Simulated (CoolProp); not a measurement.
Saturation properties of CHF3 (R23).

Computed with CoolProp (reference Helmholtz-energy equation of state, Penoncello 2003).

```csv
T (K),p (bar),liquid density (kg/m³),liquid cp (kJ/(kg K)),surface tension (mN/m),liquid conductivity (mW/(m K))
198,1.484,1419,1.251,15.6,129
204,2.021,1395,1.264,14.4,124
210.1,2.712,1371,1.280,13.3,120
216.2,3.571,1345,1.299,12.2,116
222.2,4.606,1319,1.321,11.1,111
228.3,5.878,1292,1.347,10.0,107
234.4,7.399,1264,1.377,8.93,104
240.4,9.166,1234,1.413,7.90,99.8
246.5,11.27,1203,1.457,6.87,96.0
252.5,13.67,1170,1.510,5.88,92.2
258.6,16.49,1134,1.578,4.90,88.3
264.7,19.72,1096,1.668,3.96,84.4
```

It boils at 191.1 K under 1 atm.

Thermal conductivity comes from a separate model (Shan 2000). Surface tension comes from a separate correlation (Mulero 2012).
